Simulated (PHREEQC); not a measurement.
0.011 g of hydrous ferric oxide (600 m²/g; 0.2 weak and 0.005 strong sites per Fe, Dzombak-Morel constants, diffuse double layer) in 1 kg of water with 0.001 mol/kgw of an inert sodium salt and 3.1e-07 mol MnCl2 and 2.5e-05 mol PbCl2, at 25 °C; the pH is set by adding NaOH or the inert anion's acid. No oxygen is let in. No CO2 enters from the air. Nothing may precipitate in this run.

Base run: PHREEQC, ion-association model, wateq4f.dat. Each further column changes one thing. The table gives Pb sorbed (%).

| pH | base | no electrostatic term (-no_edl) | background salt from 0.001 to 0.0001 mol/kgw | oxide from 0.011 to 0.055 g/kgw |
|---|---|---|---|---|
| 3 | 0.1 | 0.1 | 0.1 | 0.4 |
| 3.5 | 0.5 | 0.8 | 0.4 | 2.3 |
| 4 | 1.5 | 2.1 | 1.4 | 7.6 |
| 4.5 | 2.3 | 2.6 | 2.3 | 11.6 |
| 5 | 2.8 | 4.5 | 2.8 | 14.0 |
| 5.5 | 5.3 | 17.4 | 4.9 | 23.8 |
| 6 | 14.9 | 51.8 | 14.1 | 54.4 |
| 6.5 | 29.6 | 79.9 | 28.5 | 85.8 |
| 7 | 41.5 | 92.1 | 40.2 | 97.6 |
| 7.5 | 47.9 | 96.4 | 46.6 | 99.6 |
| 8 | 50.5 | 97.7 | 49.2 | 99.9 |
| 8.5 | 51.2 | 97.9 | 50.1 | 100.0 |
| 9 | 51.2 | 97.1 | 50.4 | 100.0 |

The oxide is taken as insoluble; below pH 4 it would dissolve.
